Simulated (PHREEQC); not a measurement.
A solution holds 0.01 mol Ca(NO3)2 per kg of water, at 25 °C. Closed to the air; pH follows from the charge balance.

Model: ion-association model, phreeqc.dat, run in PHREEQC.

The ionic strength comes out as 0.0300 mol/kgw. The specific conductance is 2220 µS/cm.

| species | molality | activity | log γ |
|---|---|---|---|
| NO3- | 0.0200 | 0.0168 | -0.075 |
| Ca+2 | 0.0100 | 0.00537 | -0.270 |
| H+ | 1.22e-7 | 1.07e-7 | -0.058 |
| OH- | 1.12e-7 | 9.48e-8 | -0.074 |
| CaOH+ | 9.82e-9 | 8.34e-9 | -0.071 |

Precipitation was switched off in this run.
